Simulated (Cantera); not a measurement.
An isothermal, constant-pressure homogeneous reactor starts with H2 : O2 : N2 = 0.089 : 1 : 0.41 (molar parts), equivalence ratio 0.044, at 1248 K and 20.0 Torr.

Computed with Cantera and the H2/O2 subset of GRI-Mech 3.0, which has no nitrogen chemistry. Radical loss at walls, strong at low pressure, is not modelled. The temperature is held fixed by assumption; the heat of reaction is taken as removed at once.

x: mole fraction; the columns are a selection and need not sum to one.

| t (s) | x H2 | x O2 | x HO2 | x O | x H2O2 |
|---|---|---|---|---|---|
| 0.000400 | 0.0594 | 0.667 | 9.04e-8 | 3.37e-6 | 2.11e-10 |
| 0.00106 | 0.0178 | 0.639 | 5.76e-6 | 0.0186 | 4.37e-7 |
| 0.00283 | ___ | 0.627 | 5.51e-6 | ___ | 1.71e-7 |
| 0.00752 | 0.000952 | 0.637 | 5.18e-6 | 0.0209 | 1.76e-7 |
| 0.0200 | ___ | 0.648 | ___ | ___ | 1.64e-7 |
| 0.0532 | 9.84e-5 | 0.655 | 2.13e-6 | 0.00204 | 1.09e-7 |
| 0.141 | 1.68e-5 | 0.656 | 6.86e-7 | 0.000349 | 5.02e-8 |
| 0.376 | 3.01e-6 | 0.657 | 1.75e-7 | 6.32e-5 | 1.87e-8 |
| 1.00 | 6.60e-7 | 0.657 | 4.75e-8 | 1.40e-5 | 6.52e-9 |

Problem. Fill in the missing entries.

Solution. 
- 0.00283, x H2: 0.00135
- 0.00283, x O: 0.0309
- 0.0200, x H2: 0.000417
- 0.0200, x HO2: 4.08e-6
- 0.0200, x O: 0.00878
